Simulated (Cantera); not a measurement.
# Pb + CO + H₂ (iron carbonyl, mercury and lead vapours)

Feed: 1 mol Pb, 0.42 mol CO, 3 mol H₂, at 383 Torr.

Equilibrium computed with Cantera from the NASA thermochemical tables; the gas is ideal and each condensed phase is pure. Candidate condensed phases: C, C₆H₆, C₇H₈, C₈H₁₈, H₂O, Pb, PbO, PbO₂, Pb₃O₄; 113 gas species. Kinetics and transport are ignored.

From 823 K to 1123 K the condensed part is Pb(l). The main Pb-bearing gas is Pb throughout.

```json
[
 {"T (K)": "823", "x H₂": "0.720", "x CH₄": "0.133", "x H₂O": "0.124", "x CO": "0.0138", "x CO₂": "0.00863", "n Pb(l)": "1.000"},
 {"T (K)": "848", "x H₂": "0.743", "x CH₄": "0.116", "x H₂O": "0.106", "x CO": "0.0244", "x CO₂": "0.0107", "n Pb(l)": "1.000"},
 {"T (K)": "873", "x H₂": "0.767", "x CH₄": "0.0977", "x H₂O": "0.0864", "x CO": "0.0377", "x CO₂": "0.0113", "n Pb(l)": "1.000"},
 {"T (K)": "898", "x H₂": "0.789", "x CH₄": "0.0792", "x H₂O": "0.0686", "x CO": "0.0525", "x CO₂": "0.0106", "n Pb(l)": "1.000"},
 {"T (K)": "923", "x H₂": "0.809", "x CH₄": "0.0622", "x H₂O": "0.0532", "x CO": "0.0669", "x CO₂": "0.00899", "n Pb(l)": "1.000"},
 {"T (K)": "948", "x H₂": "0.825", "x CH₄": "0.0477", "x H₂O": "0.0406", "x CO": "0.0797", "x CO₂": "0.00710", "n Pb(l)": "1.000"},
 {"T (K)": "973", "x H₂": "0.838", "x CH₄": "0.0360", "x H₂O": "0.0307", "x CO": "0.0903", "x CO₂": "0.00533", "n Pb(l)": "1.000"},
 {"T (K)": "998", "x H₂": "0.847", "x CH₄": "0.0270", "x H₂O": "0.0231", "x CO": "0.0986", "x CO₂": "0.00388", "n Pb(l)": "1.000"},
 {"T (K)": "1023", "x H₂": "0.855", "x CH₄": "0.0201", "x H₂O": "0.0174", "x CO": "0.105", "x CO₂": "0.00278", "n Pb(l)": "1.000"},
 {"T (K)": "1048", "x H₂": "0.860", "x CH₄": "0.0151", "x H₂O": "0.0131", "x CO": "0.109", "x CO₂": "0.00198", "n Pb(l)": "1.000"},
 {"T (K)": "1073", "x H₂": "0.864", "x CH₄": "0.0114", "x H₂O": "0.00996", "x CO": "0.113", "x CO₂": "0.00141", "n Pb(l)": "1.000"},
 {"T (K)": "1098", "x H₂": "0.867", "x CH₄": "0.00862", "x H₂O": "0.00762", "x CO": "0.115", "x CO₂": "0.00101", "n Pb(l)": "0.999"},
 {"T (K)": "1123", "x H₂": "0.869", "x CH₄": "0.00660", "x H₂O": "0.00587", "x CO": "0.117", "x CO₂": "0.000724", "n Pb(l)": "0.999"}
]
```
x: gas mole fraction; n: condensed amount in mol.
